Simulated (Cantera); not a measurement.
Cantera run:

```python
import numpy as np
import cantera as ct

gas_names = [...]  # 139 gases of nasa_gas.yaml made of C, H, N, O, Ti
cond_names = """
    C(gr) C6H6(L) C7H8(L) C8H18(L),n-octa H2O(s) H2O(L) Ti(a) Ti(b) Ti(L) TiC(s) TiC(L) TiN(s) TiN(L)
    TiO(a) TiO(b) TiO(L) TiO2(ru) TiO2(L) Ti2O3(a) Ti2O3(b) Ti2O3(L) Ti3O5(a) Ti3O5(b) Ti3O5(L) Ti4O7(s)
    Ti4O7(L)
""".split()


# ... load() reads the species with a 1 bar reference pressure and builds the phases ...
atoms = {
    'Ti(NMe2)4': {'Ti': 1, 'C': 8, 'H': 24, 'N': 4},
    'H2O': {'H': 2, 'O': 1},
    'H2': {'H': 2},
}
top_T = {'C(gr)': 4500}  # K; cautious upper limits of use, not melting points


# ... equilibrate(T, P, feed) seeds the gas with the atoms and calls Mixture.equilibrate('TP', solver="vcs", rtol=1e-11, max_steps=5000) ...
results = []
feed = {'Ti(NMe2)4': 1, 'H2O': 12, 'H2': 9.4}  # mol
P = 10000  # Pa
for T in [1223, 1323, 1423, 1523, 1623, 1723, 1823, 1923, 2023]:
    mix = equilibrate(T, P, feed)
    results.append((T, P, feed, dict(zip(mix.species_names, mix.species_moles))))
    x = sorted(zip(gas.X, gas.species_names), reverse=True)
    print(f"T = {T:g} K  P = {P:g} Pa  gas = {mix.phase_moles(0):.4g} mol")
    print("   x: " + "  ".join(f"{s} {v:.3e}" for v, s in x if v > 1e-06))
    print("   condensed (mol): " + ("  ".join(f"{mix.phase(i).name} {mix.phase_moles(i):.4g}"
          for i in range(1, mix.n_phases) if mix.phase_moles(i) > 1e-12) or "none"))
```

Result:

```
T = 1223 K  P = 10000 Pa  gas = 43.4 mol
   x: H2 7.301e-01  CO 1.777e-01  N2 4.608e-02  H2O 3.950e-02  CO2 6.585e-03  CH4 4.687e-06  NH3 2.303e-06
   condensed (mol): TiO2(ru) 1
T = 1323 K  P = 10000 Pa  gas = 43.4 mol
   x: H2 7.289e-01  CO 1.789e-01  N2 4.608e-02  H2O 4.070e-02  CO2 5.385e-03  H 4.281e-06  NH3 1.514e-06
   condensed (mol): TiO2(ru) 1
T = 1423 K  P = 10000 Pa  gas = 43.4 mol
   x: H2 7.280e-01  CO 1.798e-01  N2 4.608e-02  H2O 4.155e-02  CO2 4.529e-03  H 1.792e-05  NH3 1.055e-06
   condensed (mol): TiO2(ru) 1
T = 1523 K  P = 10000 Pa  gas = 43.4 mol
   x: H2 7.273e-01  CO 1.804e-01  N2 4.608e-02  H2O 4.218e-02  CO2 3.899e-03  H 6.233e-05
   condensed (mol): TiO2(ru) 1
T = 1623 K  P = 10000 Pa  gas = 43.4 mol
   x: H2 7.268e-01  CO 1.809e-01  N2 4.608e-02  H2O 4.265e-02  CO2 3.424e-03  H 1.863e-04
   condensed (mol): TiO2(ru) 1
T = 1723 K  P = 10000 Pa  gas = 43.41 mol
   x: H2 7.208e-01  CO 1.808e-01  H2O 4.837e-02  N2 4.607e-02  CO2 3.456e-03  H 4.896e-04  OH 1.801e-06
   condensed (mol): Ti4O7(s) 0.25
T = 1823 K  P = 10000 Pa  gas = 43.43 mol
   x: H2 7.199e-01  CO 1.811e-01  H2O 4.868e-02  N2 4.606e-02  CO2 3.131e-03  H 1.162e-03  OH 5.470e-06
   condensed (mol): Ti4O7(s) 0.25
T = 1923 K  P = 10000 Pa  gas = 43.46 mol
   x: H2 7.166e-01  CO 1.811e-01  H2O 5.070e-02  N2 4.602e-02  CO2 2.982e-03  H 2.522e-03  OH 1.536e-05
   condensed (mol): Ti3O5(b) 0.3333
T = 2023 K  P = 10000 Pa  gas = 43.51 mol
   x: H2 7.160e-01  CO 1.812e-01  H2O 4.902e-02  N2 4.596e-02  H 5.082e-03  CO2 2.658e-03  OH 3.623e-05  TiO2 1.993e-06
   condensed (mol): Ti4O7(L) 0.25
```

Equilibrium computed with Cantera from the NASA thermochemical tables; the gas is ideal and each condensed phase is pure. The feed counts by its element totals alone. Condensed phases not in the tables: Magnéli phases beyond Ti4O7.
